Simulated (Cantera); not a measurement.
**Adiabatic ignition**

An adiabatic, constant-volume homogeneous reactor starts with CO : H2 : O2 : N2 = 1 : 0.052 : 0.598 : 2.25 (molar parts), equivalence ratio 0.88, at 975 K and 260000 Pa.

Computed with Cantera and GRI-Mech 3.0 (53 species, 325 reactions). The hydrogen kinetics of GRI-Mech 3.0 are dated; newer H2 mechanisms differ, most at raised pressure.

```csv
t (s),T (K),P (bar),x CO,x H2,x O2,x CO2,x NO
1.00e-6,975,2.60,0.256,0.0133,0.153,6.26e-11,<1e-12
3.48e-6,975,2.60,0.256,0.0133,0.153,2.40e-10,<1e-12
1.21e-5,975,2.60,0.256,0.0133,0.153,1.11e-9,<1e-12
4.21e-5,975,2.60,0.256,0.0133,0.153,6.16e-9,<1e-12
0.000146,975,2.60,0.256,0.0133,0.153,4.16e-8,<1e-12
0.000509,975,2.60,0.256,0.0133,0.153,5.19e-7,<1e-12
0.00177,976,2.60,0.256,0.0133,0.153,4.48e-5,<1e-12
0.00615,2841,6.82,0.0687,0.000505,0.0483,0.216,0.00580
0.0214,2826,6.78,0.0680,0.000509,0.0435,0.217,0.0156
0.0744,2826,6.78,0.0680,0.000509,0.0435,0.217,0.0156
0.259,2826,6.78,0.0680,0.000509,0.0435,0.217,0.0156
0.900,2826,6.78,0.0680,0.000509,0.0435,0.217,0.0156
```
x: mole fraction; the columns are a selection and need not sum to one.

| Property | Value |
|---|---|
| time of steepest temperature rise | 5.94 ms |
| temperature at 0.900 s | 2826 K |
| equilibrium temperature | 2826 K |
| x(CO) at 0.900 s | 0.0680 (gas-phase equilibrium 0.0680) |
| x(H2) at 0.900 s | 0.000509 (gas-phase equilibrium 0.000509) |
| x(O2) at 0.900 s | 0.0435 (gas-phase equilibrium 0.0435) |
